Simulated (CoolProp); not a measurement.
A single-stage vapour-compression cycle with C2F6 (R116): evaporating at 198.15 K (dew point), condensing at 256.15 K (bubble point), superheat 0 K, subcooling 0 K, compressor efficiency 0.7, no pressure losses. Each further row changes one setting.

The numbers come from the reference Helmholtz-energy equation of state, Lemmon 2006 in CoolProp. It is a short technical equation, of lower accuracy than the large ones.

```tsv
case	cooling COP	pressure ratio	discharge temperature (K)	refrigerating effect (kJ/kg)	volumetric capacity (kJ/m³)
as stated	1.43	9.61	269.7	54.7	575
evaporating temperature 203.15 K	1.68	7.47	267.7	57.2	763
condensing temperature 251.15 K	1.69	8.26	264.3	60.5	637
subcooling 5 K	1.58	9.61	269.7	60.6	638
superheat 10 K	1.49	9.61	280.1	61.0	606
compressor efficiency 0.6	1.22	9.61	277.1	54.7	575
```
